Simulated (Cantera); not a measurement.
# Catalytic combustion on Pt

An isothermal plug-flow reactor at 975 K and 218 Torr (inlet), inlet velocity 0.16 m/s, active area per volume 330 1/m; feed CH4 : O2 : N2 : H2O = 0.0016 : 0.12 : 0.79 : 0.0057 (molar parts), equivalence ratio 0.027.

Detailed kinetics in Cantera: Deutschmann's 1995 Pt surface mechanism with GRI-Mech 3.0 gas chemistry. Catalytic surfaces can have several steady states; this one follows from the mechanism file's or the stated starting coverage. Mass transfer to the wall is taken as infinitely fast.

```tsv
z (m)	x CH4	x O2	x H2O	x CO2	x CO	θ free Pt	θ O*	θ OH*
0.0004	0.00162	0.131	0.00646	0.000121	8.16e-7	0.220	0.779	0.000884
0.00072	0.00153	0.130	0.00664	0.000212	7.70e-7	0.220	0.779	0.000896
0.0013	0.00138	0.130	0.00695	0.000364	6.93e-7	0.220	0.779	0.000917
0.0023	0.00115	0.130	0.00740	0.000593	5.79e-7	0.220	0.779	0.000946
0.004	0.000841	0.129	0.00801	0.000897	4.25e-7	0.220	0.779	0.000984
0.0072	0.000468	0.128	0.00876	0.00127	2.38e-7	0.221	0.778	0.00103
0.013	0.000161	0.128	0.00937	0.00157	8.38e-8	0.221	0.778	0.00106
0.023	2.56e-5	0.127	0.00964	0.00171	1.54e-8	0.221	0.778	0.00108
0.04	1.12e-6	0.127	0.00969	0.00173	2.41e-9	0.221	0.778	0.00108
```
x: gas mole fraction; θ: surface coverage.
